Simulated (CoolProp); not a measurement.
Values from CoolProp's reference Helmholtz-energy equation of state, Thol 2012.

Problem. For benzene, give the phase and the cv (kJ/(kg K)), speed of sound (m/s), Joule-Thomson coefficient (K/MPa), isothermal compressibility (1/MPa) at 465.6 K and 31.2 bar; 484.9 K and 31.2 bar.

Solution. 
- 465.6 K and 31.2 bar: liquid; cv 1.70, speed of sound 616, Joule-Thomson coefficient 0.0294, isothermal compressibility 0.00538
- 484.9 K and 31.2 bar: liquid; cv 1.75, speed of sound 534, Joule-Thomson coefficient 0.191, isothermal compressibility 0.00764
